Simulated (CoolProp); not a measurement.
Vapour-liquid equilibrium of R143a (1) + R134a (2) at 1.13 MPa; x and y are mole fractions of (1).

Values from CoolProp's multi-fluid Helmholtz-energy mixture model, Lemmon and Jacobsen 2000 and Tillner-Roth 1994; pair parameters Lemmon 2004.

| x | bubble temperature (°C) | y at the bubble point | dew temperature at overall composition x (°C) | liquid density (mol/L) |
|---|---|---|---|---|
| 0.05 | 42.6 | 0.075 | 43.1 | 11.09 |
| 0.2 | 38.7 | 0.279 | 40.3 | 11.14 |
| 0.35 | 35.0 | 0.457 | 37.3 | 11.19 |
| 0.5 | 31.4 | 0.611 | 34.0 | 11.22 |
| 0.65 | 28.0 | 0.746 | 30.5 | 11.25 |
| 0.8 | 24.9 | 0.864 | 26.6 | 11.27 |
| 0.95 | 21.8 | 0.968 | 22.4 | 11.27 |

No azeotrope shows between x = 0.05 and 0.95.

The pair parameters rest on a limited set of measurements; away from them the model extrapolates.
